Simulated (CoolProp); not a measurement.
Properties of fluorine along the isotherm 218 K.

The numbers come from the reference Helmholtz-energy equation of state, de Reuck 1990 in CoolProp.

```json
[
 {"p (MPa)": "0.0632", "phase": "gas", "cv (kJ/(kg K))": "0.5693", "isothermal compressibility (1/MPa)": "15.84", "fugacity coefficient": "0.9990"},
 {"p (MPa)": "0.107", "phase": "gas", "cv (kJ/(kg K))": "0.5695", "isothermal compressibility (1/MPa)": "9.362", "fugacity coefficient": "0.9983"},
 {"p (MPa)": "0.18", "phase": "gas", "cv (kJ/(kg K))": "0.5699", "isothermal compressibility (1/MPa)": "5.572", "fugacity coefficient": "0.9971"},
 {"p (MPa)": "0.304", "phase": "gas", "cv (kJ/(kg K))": "___", "isothermal compressibility (1/MPa)": "3.306", "fugacity coefficient": "0.9951"},
 {"p (MPa)": "0.513", "phase": "gas", "cv (kJ/(kg K))": "___", "isothermal compressibility (1/MPa)": "1.966", "fugacity coefficient": "0.9918"},
 {"p (MPa)": "0.866", "phase": "gas", "cv (kJ/(kg K))": "0.5736", "isothermal compressibility (1/MPa)": "1.171", "fugacity coefficient": "0.9861"},
 {"p (MPa)": "1.46", "phase": "gas", "cv (kJ/(kg K))": "0.5769", "isothermal compressibility (1/MPa)": "0.7020", "fugacity coefficient": "0.9766"},
 {"p (MPa)": "2.47", "phase": "gas", "cv (kJ/(kg K))": "0.5828", "isothermal compressibility (1/MPa)": "___", "fugacity coefficient": "0.9605"},
 {"p (MPa)": "4.16", "phase": "gas", "cv (kJ/(kg K))": "0.5932", "isothermal compressibility (1/MPa)": "0.2572", "fugacity coefficient": "0.9341"},
 {"p (MPa)": "7.02", "phase": "supercritical", "cv (kJ/(kg K))": "___", "isothermal compressibility (1/MPa)": "0.1575", "fugacity coefficient": "___"},
 {"p (MPa)": "11.9", "phase": "supercritical", "cv (kJ/(kg K))": "0.6392", "isothermal compressibility (1/MPa)": "0.09514", "fugacity coefficient": "0.8302"},
 {"p (MPa)": "20", "phase": "supercritical", "cv (kJ/(kg K))": "___", "isothermal compressibility (1/MPa)": "0.04671", "fugacity coefficient": "0.7537"}
]
```

What belongs in the gaps?


- 0.304, cv (kJ/(kg K)): 0.5706
- 0.513, cv (kJ/(kg K)): 0.5717
- 2.47, isothermal compressibility (1/MPa): 0.4221
- 7.02, cv (kJ/(kg K)): 0.6117
- 7.02, fugacity coefficient: 0.8923
- 20, cv (kJ/(kg K)): 0.6608
